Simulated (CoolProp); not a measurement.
Properties of nitrogen along the isotherm -160.75 °C (Tc = -147.0 °C, pc = 3.396 MPa, ω = 0.037).

Values from CoolProp's reference Helmholtz-energy equation of state, Span 2000.

```
p (MPa)   phase  cp (kJ/(kg K))  speed of sound (m/s)  isothermal compressibility (1/MPa)  expansivity (1/kK)  viscosity (µPa s)  fugacity coefficient
-------  ------  --------------  --------------------  ----------------------------------  ------------------  -----------------  --------------------
2.61     liquid           2.704                 475.3                             0.02027               13.90               54.5                0.5186
5.22     liquid           2.373                 542.8                             0.01316               10.32               60.7                0.2936
7.84     liquid           2.207                 592.6                            0.009951               8.556               65.8                0.2206
10.4     liquid           2.106                 632.4                            0.008119               7.483               70.3                0.1865
13.1     liquid           2.032                 668.3                            0.006840               6.696               74.6                0.1667
15.7     liquid           1.980                 698.8                            0.005963               6.131               78.6                0.1556
18.3     liquid           1.939                 726.4                            0.005298               5.688               82.3                0.1490
20.9     liquid           1.906                 751.7                            0.004776               5.327               85.9                0.1455
23.5     liquid           1.879                 775.1                            0.004354               5.027               89.4                0.1441
26.1     liquid           1.856                 796.9                            0.004005               4.773               92.9                0.1442
28.7     liquid           1.837                 817.4                            0.003711               4.552               96.2                0.1457
31.3     liquid           1.820                 836.8                            0.003460               4.360               99.5                0.1483
34       liquid           1.805                 855.9                            0.003235               4.184                103                0.1519
```

Viscosity comes from a separate model (Lemmon 2004).
